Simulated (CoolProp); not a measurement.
Computed with CoolProp (reference Helmholtz-energy equation of state, Lemmon 2006). It is a short technical equation, of lower accuracy than the large ones.

For carbonyl sulfide, give the phase and the cv (kJ/(kg K)), speed of sound (m/s) at 620 K and 19.9 bar.


- 620 K and 19.9 bar: gas; cv 0.725, speed of sound 317
